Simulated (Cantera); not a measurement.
A perfectly stirred reactor is fed with C3H8 : O2 : N2 = 1 : 4.55 : 17.1 (molar parts), equivalence ratio 1.1, at 500000 Pa; it is adiabatic with a 350 K inlet, and is followed from long to short residence time, starting on the burning branch (τ in s: 0.15, 0.079, 0.041, 0.022, 0.011, 0.0059, 0.0031, 0.0016, 0.00085, 0.00045, 0.00023, 0.00012, 6.4e-05).

Computed with Cantera and GRI-Mech 3.0 (53 species, 325 reactions). GRI-Mech 3.0 was tuned for natural gas; its chemistry of propane as a main component is partial and can be far from experiment.

Task: Predict: blow-out, bracketed by the residence times tried; x(C3H8) at τ = 0.150 s; x(O2) at τ = 0.150 s; x(H2O2) at τ = 0.150 s; x(N2O) at τ = 0.150 s; x(C3H8) at τ = 3.10 ms; x(O2) at τ = 3.10 ms; x(H2O2) at τ = 3.10 ms; x(N2O) at τ = 3.10 ms; x(C2H6) at τ = 3.10 ms.

Result: 
```
Property                                                                          Result
------------------------------------------------  --------------------------------------
blow-out, bracketed by the residence times tried  burning at 64.0 µs, the shortest tried
x(C3H8) at τ = 0.150 s                                                           4.19e-8
x(O2) at τ = 0.150 s                                                            0.000435
x(H2O2) at τ = 0.150 s                                                           3.60e-8
x(N2O) at τ = 0.150 s                                                            8.26e-8
x(C3H8) at τ = 3.10 ms                                                           1.37e-6
x(O2) at τ = 3.10 ms                                                             0.00234
x(H2O2) at τ = 3.10 ms                                                           1.40e-7
x(N2O) at τ = 3.10 ms                                                            1.91e-7
x(C2H6) at τ = 3.10 ms                                                           1.27e-8
```
